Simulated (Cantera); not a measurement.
A perfectly stirred reactor is fed with H2 : O2 : N2 = 1.6 : 1 : 1.2 (molar parts), at 750 Torr; it is held at 1300 K, and followed from long to short residence time.

Cantera simulation using the H2/O2 subset of GRI-Mech 3.0, which has no nitrogen chemistry; the numbers are that mechanism's predictions, not measurements. The temperature is held fixed by assumption; the heat of reaction is taken as removed at once.

**Question.** Predict: x(H2) at τ = 0.910 s; x(O2) at τ = 0.910 s; x(H) at τ = 0.910 s; x(OH) at τ = 0.910 s; x(HO2) at τ = 0.910 s; x(H2) at τ = 9.70 ms; x(O2) at τ = 9.70 ms; x(H) at τ = 9.70 ms; x(OH) at τ = 9.70 ms; x(HO2) at τ = 9.70 ms.

**Answer.** x(H2) at τ = 0.910 s: 0.000242
x(O2) at τ = 0.910 s: 0.0667
x(H) at τ = 0.910 s: 1.95e-6
x(OH) at τ = 0.910 s: 0.000146
x(HO2) at τ = 0.910 s: 8.34e-6
x(H2) at τ = 9.70 ms: 0.00430
x(O2) at τ = 9.70 ms: 0.0684
x(H) at τ = 9.70 ms: 0.000167
x(OH) at τ = 9.70 ms: 0.000734
x(HO2) at τ = 9.70 ms: 7.77e-5
